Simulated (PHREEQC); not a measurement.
Solution (82 °C): 0.0021 mol/kgw Cu(NO3)2 and 0.0012 mol/kgw NaHF2. Closed to the air; pH follows from the charge balance.

All values are PHREEQC results (ion-association model, phreeqc.dat), not measurements.

The pH is 3.75. The ionic strength comes out as 0.00759 mol/kgw and the specific conductance is 1710 µS/cm. The total alkalinity comes out as -1.20 meq/kg.

```json
[
 {"species": "NO3-", "molality": "0.00420", "activity": "0.00378", "log γ": "-0.046"},
 {"species": "Cu+2", "molality": "0.00205", "activity": "0.00138", "log γ": "-0.170"},
 {"species": "F-", "molality": "0.00134", "activity": "0.00120", "log γ": "-0.045"},
 {"species": "Na+", "molality": "0.00120", "activity": "0.00108", "log γ": "-0.044"},
 {"species": "HF", "molality": "0.000999", "activity": "0.00100", "log γ": "0.001"},
 {"species": "H+", "molality": "0.000196", "activity": "0.000179", "log γ": "-0.040"},
 {"species": "CuF+", "molality": "5.21e-5", "activity": "4.70e-5", "log γ": "-0.045"},
 {"species": "HF2-", "molality": "5.69e-6", "activity": "5.13e-6", "log γ": "-0.045"},
 {"species": "NaF", "molality": "7.50e-7", "activity": "7.51e-7", "log γ": "0.001"},
 {"species": "Cu2(OH)2+2", "molality": "4.55e-7", "activity": "3.01e-7", "log γ": "-0.179"},
 {"species": "CuOH+", "molality": "8.55e-8", "activity": "7.72e-8", "log γ": "-0.045"}
]
```

This is a speciation only: nothing precipitates in the calculation. Constants without temperature data keep their 25 °C values here.
